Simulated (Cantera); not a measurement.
An adiabatic, constant-volume homogeneous reactor starts with CH4 : O2 : N2 = 1 : 3.08 : 11.6 (molar parts), at 1675 K and 1.00 atm. Integrator tolerance rtol = 1e-08.

Model: GRI-Mech 3.0 (53 species, 325 reactions), integrated in Cantera.

Question: What does this change do: constant pressure in place of constant volume?

Answer: 
```tsv
quantity	before	after
time of steepest temperature rise	0.231 ms	0.241 ms
temperature at 1.00 s	2788 K	2645 K
equilibrium temperature	2788 K	2645 K
x(CH4) at 1.00 s	<1e-12 (gas-phase equilibrium <1e-12)	<1e-12 (gas-phase equilibrium <1e-12)
x(O2) at 1.00 s	0.0616 (gas-phase equilibrium 0.0616)	0.0626 (gas-phase equilibrium 0.0626)
x(NO) at 1.00 s	0.0187 (gas-phase equilibrium 0.0187)	0.0153 (gas-phase equilibrium 0.0153)
x(C2H) at 1.00 s	<1e-12 (gas-phase equilibrium <1e-12)	<1e-12 (gas-phase equilibrium <1e-12)
x(H2O) at 1.00 s	0.104 (gas-phase equilibrium 0.104)	0.110 (gas-phase equilibrium 0.110)
x(HCO) at 1.00 s	1.57e-8 (gas-phase equilibrium 1.57e-8)	5.61e-9 (gas-phase equilibrium 5.61e-9)
```

Question: What does this change do: N2 11.6 to 19 parts?

Answer: 
```json
[
 {"quantity": "time of steepest temperature rise", "before": "0.231 ms", "after": "0.323 ms"},
 {"quantity": "temperature at 1.00 s", "before": "2788 K", "after": "2595 K"},
 {"quantity": "equilibrium temperature", "before": "2788 K", "after": "2595 K"},
 {"quantity": "x(CH4) at 1.00 s", "before": "<1e-12 (gas-phase equilibrium <1e-12)", "after": "<1e-12 (gas-phase equilibrium <1e-12)"},
 {"quantity": "x(O2) at 1.00 s", "before": "0.0616 (gas-phase equilibrium 0.0616)", "after": "0.0416 (gas-phase equilibrium 0.0416)"},
 {"quantity": "x(NO) at 1.00 s", "before": "0.0187 (gas-phase equilibrium 0.0187)", "after": "0.0122 (gas-phase equilibrium 0.0122)"},
 {"quantity": "x(C2H) at 1.00 s", "before": "<1e-12 (gas-phase equilibrium <1e-12)", "after": "<1e-12 (gas-phase equilibrium <1e-12)"},
 {"quantity": "x(H2O) at 1.00 s", "before": "0.104 (gas-phase equilibrium 0.104)", "after": "0.0771 (gas-phase equilibrium 0.0771)"},
 {"quantity": "x(HCO) at 1.00 s", "before": "1.57e-8 (gas-phase equilibrium 1.57e-8)", "after": "2.53e-9 (gas-phase equilibrium 2.53e-9)"}
]
```

Question: What does this change do: N2 11.6 to 24 parts?

Answer: 
```
quantity                                                            before                                      after
---------------------------------  ---------------------------------------  -----------------------------------------
time of steepest temperature rise                                 0.231 ms                                   0.380 ms
temperature at 1.00 s                                               2788 K                                     2492 K
equilibrium temperature                                             2788 K                                     2492 K
x(CH4) at 1.00 s                     <1e-12 (gas-phase equilibrium <1e-12)      <1e-12 (gas-phase equilibrium <1e-12)
x(O2) at 1.00 s                      0.0616 (gas-phase equilibrium 0.0616)      0.0342 (gas-phase equilibrium 0.0342)
x(NO) at 1.00 s                      0.0187 (gas-phase equilibrium 0.0187)    0.00950 (gas-phase equilibrium 0.00950)
x(C2H) at 1.00 s                     <1e-12 (gas-phase equilibrium <1e-12)      <1e-12 (gas-phase equilibrium <1e-12)
x(H2O) at 1.00 s                       0.104 (gas-phase equilibrium 0.104)      0.0654 (gas-phase equilibrium 0.0654)
x(HCO) at 1.00 s                   1.57e-8 (gas-phase equilibrium 1.57e-8)  8.38e-10 (gas-phase equilibrium 8.38e-10)
```
